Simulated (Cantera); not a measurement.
Cantera run, input and output.

```python
import numpy as np
import cantera as ct

gas = ct.Solution("gri30.yaml", transport_model="mixture-averaged")
show = ['C2H2', 'NO', 'O']

rows = []
print(f"{'T/K':>7s}{'rho':>11s}{'cp':>10s}{'mu':>11s}{'lambda':>11s}{'Pr':>7s}" + "".join(f"{'D_' + s:>11s}" for s in show))
for T in [400, 600, 800, 1000, 1200, 1400]:
    gas.TPX = T, 2666, {'C2H2': 0.82, 'H2': 0.65}
    Pr = gas.cp_mass * gas.viscosity / gas.thermal_conductivity
    D = [gas.mix_diff_coeffs_mole[gas.species_index(s)] for s in show]
    rows.append([gas.density, gas.cp_mass, gas.viscosity, gas.thermal_conductivity, Pr, *D])
    print(f"{T:7g}{gas.density:11.4e}{gas.cp_mass:10.1f}{gas.viscosity:11.4e}"
          f"{gas.thermal_conductivity:11.4e}{Pr:7.3f}" + "".join(f"{d:11.4e}" for d in D))
print("SI units: kg/m3, J/kg/K, Pa s, W/m/K, m2/s")
```

Output:

```
    T/K        rho        cp         mu     lambda     Pr     D_C2H2       D_NO        D_O
    400 1.2358e-02    2658.7 1.4047e-05 8.9090e-02  0.419 3.8895e-03 1.6038e-03 2.4423e-03
    600 8.2385e-03    2941.8 1.9342e-05 1.2644e-01  0.450 7.7453e-03 3.2453e-03 4.9169e-03
    800 6.1789e-03    3144.6 2.3870e-05 1.6155e-01  0.465 1.2548e-02 5.2961e-03 8.0052e-03
   1000 4.9431e-03    3322.4 2.7910e-05 1.9586e-01  0.473 1.8205e-02 7.7131e-03 1.1644e-02
   1200 4.1192e-03    3481.7 3.1607e-05 2.2961e-01  0.479 2.4650e-02 1.0467e-02 1.5790e-02
   1400 3.5308e-03    3617.4 3.5048e-05 2.6276e-01  0.483 3.1835e-02 1.3537e-02 2.0411e-02
SI units: kg/m3, J/kg/K, Pa s, W/m/K, m2/s
```

Model: GRI-Mech 3.0 (53 species, 325 reactions), integrated in Cantera. The composition is frozen, though it would react at the higher temperatures.
